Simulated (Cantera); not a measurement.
An isothermal, constant-pressure homogeneous reactor starts with H2 : O2 : N2 = 0.0074 : 1 : 1 (molar parts), equivalence ratio 0.0037, at 1375 K and 10.00 Torr.

Computed with Cantera and GRI-Mech 3.0 (53 species, 325 reactions). Radical loss at walls, strong at low pressure, is not modelled.

One state of this run: x H2 = 4.26e-6; x O2 = 0.496; x NO2 = 1.26e-11; x O = 0.00124; x NO = 1.11e-7; x OH = 0.000292. x: mole fraction; the columns are a selection and need not sum to one.

Question: Which value of t (s) does it belong to?
A) 0.00135
B) 0.000245
C) 0.0414
D) 1.27

Answer: D, 1.27
